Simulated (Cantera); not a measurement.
Input: 1 mol Al2O3, 15 mol H2, 1.6 mol H2O, at 1.00 Torr.

Equilibrium computed with Cantera from the NASA thermochemical tables; the gas is ideal and each condensed phase is pure. Candidate condensed phases: Al, Al2O3, H2O; 19 gas species. The numbers say what is thermodynamically allowed, not how fast it happens. All values below are at 1648 K.

Base state: H2 0.901, H2O 0.0963, H 0.00232, OH 1.11e-5 (mole fractions); condensed: Al2O3(s).

Problem. What changes in the equilibrium state with this change: pressure from 1.00 Torr to 7.43 Torr?

Solution. 
```tsv
species	before	after
H2	0.901	0.903
H2O	0.0963	0.0963
H	0.00232	0.000850
OH	1.11e-5	4.08e-6
Al2O3(s), mol	1.00	1.00
```
